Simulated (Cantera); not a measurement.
Charge: 1 mol B, 17 mol N₂, 0.14 mol O₂, held at 1350 K and 0.0640 bar.

Equilibrium computed with Cantera from the NASA thermochemical tables; the gas is ideal and each condensed phase is pure. Candidate condensed phases: B, BN, B₂O₃; 17 gas species. N₂ is the only nitrogen source here; it is nearly inert below about 1500 K, so the nitride shown seldom forms there in practice. Mutual solubility and eutectic melting of coexisting phases are not modelled. Equilibrium is a limit: real reactors are often held back by kinetics, nucleation or transport.

Q: What is the equilibrium state?

A: 
- x(N₂) = 1.000
- x(B₂O₃) = 1.10e-5
- n(BN(s)) = 0.813 mol
- n(B₂O₃(l)) = 0.0932 mol
- gas amount = 16.59 mol
- log10 activity of B(s) (absent) = -4.50
